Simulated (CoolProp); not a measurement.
Vapour-liquid equilibrium of R22 (1) + R123 (2) at 0.249 MPa; x and y are mole fractions of (1).

The numbers come from the multi-fluid Helmholtz-energy mixture model, Kamei 1995 and Younglove 1994; pair parameters Bell 2016 in CoolProp.

| x | bubble temperature (°C) | y at the bubble point | dew temperature at overall composition x (°C) | liquid density (mol/L) |
|---|---|---|---|---|
| 0.05 | 45.6 | 0.276 | 53.7 | 9.373 |
| 0.125 | [?] | 0.551 | 51.2 | [?] |
| 0.2 | 22.8 | 0.712 | 48.5 | 10.31 |
| 0.275 | 14.6 | 0.809 | 45.7 | 10.76 |
| 0.35 | 7.9 | 0.869 | 42.6 | 11.20 |
| 0.425 | 2.6 | 0.907 | 39.4 | 11.64 |
| 0.5 | -1.9 | 0.933 | 35.7 | 12.09 |
| 0.575 | -5.6 | 0.951 | 31.7 | 12.55 |
| 0.65 | [?] | 0.965 | [?] | 13.02 |
| 0.725 | -11.5 | 0.975 | [?] | 13.51 |
| 0.8 | -14.0 | 0.984 | [?] | 14.03 |
| 0.875 | -16.2 | 0.991 | [?] | 14.58 |
| 0.95 | -18.3 | 0.996 | [?] | 15.15 |

**Question.** Some entries are withheld; supply them.

**Answer.** 
- 0.125, bubble temperature (°C): 33.1
- 0.125, liquid density (mol/L): 9.851
- 0.65, bubble temperature (°C): -8.8
- 0.65, dew temperature at overall composition x (°C): 27.2
- 0.725, dew temperature at overall composition x (°C): 21.9
- 0.8, dew temperature at overall composition x (°C): 15.4
- 0.875, dew temperature at overall composition x (°C): 7.1
- 0.95, dew temperature at overall composition x (°C): -5.3

No azeotrope shows between x = 0.05 and 0.95.

Pair parameters are fitted to limited data, so mixtures are less certain than the pure fluids.
